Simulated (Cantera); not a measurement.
What does this Cantera script print?

```python
import numpy as np
import cantera as ct

gas = ct.Solution("gri30.yaml")
gas.TPX = 800, 100000, {'CH3OH': 1, 'O2': 2.24, 'N2': 8.42, 'H2O': 2.7}
inlet = ct.Reservoir(gas, clone=True)
gas.equilibrate("HP")  # start burning
reactor = ct.IdealGasConstPressureReactor(gas, energy="on", clone=False)
exhaust = ct.Reservoir(gas, clone=True)
tau = [0.3, 0.12, 0.047, 0.019, 0.0074, 0.0029, 0.0012, 0.00046, 0.00018, 7.1e-05][0]
for a, b in ((inlet, reactor), (reactor, exhaust)):
    ct.MassFlowController(a, b, mdot=lambda t: reactor.mass / tau)
net = ct.ReactorNet([reactor])
show = ['CH3OH', 'O2', 'H2O', 'O', 'H2O2']

rows = []
print(f"{'tau/s':>10s}{'T/K':>9s}" + "".join(f"{s:>11s}" for s in show))
for tau in [0.3, 0.12, 0.047, 0.019, 0.0074, 0.0029, 0.0012, 0.00046, 0.00018, 7.1e-05]:
    net.initial_time = 0.0
    net.advance(30 * tau)
    before = gas.X
    net.advance(40 * tau)
    drift = np.max(np.abs(gas.X - before) / (gas.X + 1e-9))
    rows.append([gas.T, *gas[show].X, drift])
    print(f"{tau:10.3e}{gas.T:9.1f}" + "".join(f"{x:11.3e}" for x in gas[show].X))
```

Result:

```
     tau/s      T/K      CH3OH         O2        H2O          O       H2O2
 3.000e-01   1935.4  6.918e-07  4.947e-02  3.146e-01  1.139e-04  1.171e-07
 1.200e-01   1932.8  1.528e-06  4.952e-02  3.143e-01  1.445e-04  1.330e-07
 4.700e-02   1927.4  3.191e-06  4.961e-02  3.138e-01  2.109e-04  1.658e-07
 1.900e-02   1918.1  6.119e-06  4.981e-02  3.128e-01  3.341e-04  2.213e-07
 7.400e-03   1901.8  1.162e-05  5.025e-02  3.112e-01  5.619e-04  3.122e-07
 2.900e-03   1876.0  2.174e-05  5.110e-02  3.087e-01  9.327e-04  4.455e-07
 1.200e-03   1840.0  3.994e-05  5.251e-02  3.056e-01  1.434e-03  6.247e-07
 4.600e-04   1785.3  8.287e-05  5.511e-02  3.014e-01  2.068e-03  9.085e-07
 1.800e-04   1710.9  2.022e-04  5.988e-02  2.972e-01  2.415e-03  1.356e-06
 7.100e-05    800.0  6.964e-02  1.560e-01  1.880e-01  2.088e-18 -6.279e-18
```

Model: GRI-Mech 3.0 (53 species, 325 reactions), integrated in Cantera. GRI-Mech 3.0 was tuned for natural gas; its chemistry of methanol as a main component is partial and can be far from experiment.
